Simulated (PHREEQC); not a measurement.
Dissolve 1.9 mol/kgw HCl and 0.0038 mol/kgw NiSO4 at 25 °C. Closed to the air; pH follows from the charge balance.

All values are PHREEQC results (ion-association model, wateq4f.dat), not measurements.

Each row changes one thing in this solution. Precipitation was switched off in this run.

```json
[
 {"case": "as made", "pH": "-0.14", "ionic strength (mol/kgw)": "1.90"},
 {"case": "HCl left out", "pH": "___", "ionic strength (mol/kgw)": "___"},
 {"case": "NiSO4 left out", "pH": "-0.14", "ionic strength (mol/kgw)": "1.90"},
 {"case": "0.02 mol/kgw Ca(OH)2 added", "pH": "___", "ionic strength (mol/kgw)": "1.92"},
 {"case": "0.019 mol/kgw KOH added", "pH": "-0.14", "ionic strength (mol/kgw)": "1.90"},
 {"case": "HCl from 1.9 to 1.71 mol/kgw", "pH": "-0.10", "ionic strength (mol/kgw)": "1.71"},
 {"case": "temperature from 25 to 30 °C", "pH": "-0.14", "ionic strength (mol/kgw)": "1.90"}
]
```

Task: Complete the blanks.

Result: 
- HCl left out, pH: 6.31
- HCl left out, ionic strength (mol/kgw): 0.0122
- 0.02 mol/kgw Ca(OH)2 added, pH: -0.13

The ionic strength passes 0.7 mol/kgw, the rough limit of the ion-association models, in as made; NiSO4 left out; 0.02 mol/kgw Ca(OH)2 added; 0.019 mol/kgw KOH added; HCl from 1.9 to 1.71 mol/kgw; temperature from 25 to 30 °C.
